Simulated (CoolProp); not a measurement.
The fluid at 451.37 K and 2.66 MPa is throttled through a valve to 1.27 MPa with no heat exchange. The same conditions are run with several fluids, on thermodynamics alone (safety and materials aside).

Model: reference Helmholtz-energy equation of state of each fluid (water: Wagner 2002; tetradecamethylhexasiloxane (MD4M): Thol 2019; n-nonane: Lemmon 2006; benzene: Thol 2012; dimethyl carbonate: Zhou 2011), in CoolProp.

| fluid | temperature change (K) | final density (kg/m³) |
|---|---|---|
| water | +0.2 | 889 |
| tetradecamethylhexasiloxane (MD4M) | +0.4 | 738 |
| n-nonane | +0.2 | 585 |
| benzene | +0.0 | 692 |
| dimethyl carbonate | +0.0 | 836 |
